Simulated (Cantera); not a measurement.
**Stirred combustor or abatement burner**

A perfectly stirred reactor is fed with H₂ : O₂ : N₂ : H₂O = 1 : 0.526 : 1.98 : 0.22 (molar parts), equivalence ratio 0.95, at 5.00 bar; it is adiabatic with a 600 K inlet, and is followed from long to short residence time, starting on the burning branch (τ in s: 0.021, 0.01, 0.0051, 0.0025, 0.0012, 0.0006, 0.00029, 0.00014, 7e-05, 3.4e-05, 1.7e-05, 8.2e-06).

Computed with Cantera and the H2/O2 subset of GRI-Mech 3.0, which has no nitrogen chemistry. The hydrogen kinetics of GRI-Mech 3.0 are dated; newer H2 mechanisms differ, most at raised pressure.

```tsv
τ (s)	T (K)	x H₂	x O₂	x H₂O	x HO₂	x O	x H	x OH
0.021	2449	0.00790	0.0100	0.364	3.73e-6	0.000523	0.000833	0.00747
0.010	2447	0.00815	0.0101	0.363	3.83e-6	0.000539	0.000873	0.00756
0.0051	2443	0.00858	0.0103	0.363	4.01e-6	0.000568	0.000945	0.00773
0.0025	2435	0.00942	0.0106	0.361	4.39e-6	0.000626	0.00109	0.00805
0.0012	2421	0.0109	0.0113	0.359	5.15e-6	0.000740	0.00138	0.00863
0.00060	2399	0.0131	0.0122	0.355	6.49e-6	0.000933	0.00189	0.00947
0.00029	2364	0.0165	0.0136	0.350	9.00e-6	0.00127	0.00283	0.0107
0.00014	2316	0.0209	0.0155	0.342	1.34e-5	0.00181	0.00440	0.0121
7.0e-5	2254	0.0259	0.0178	0.334	2.02e-5	0.00257	0.00676	0.0135
3.4e-5	2173	0.0320	0.0209	0.323	3.13e-5	0.00366	0.0104	0.0147
1.7e-5	2077	0.0385	0.0245	0.310	4.76e-5	0.00495	0.0154	0.0153
8.2e-6	1956	0.0463	0.0294	0.296	7.33e-5	0.00641	0.0222	0.0149
```
x: mole fraction; the columns are a selection and need not sum to one.
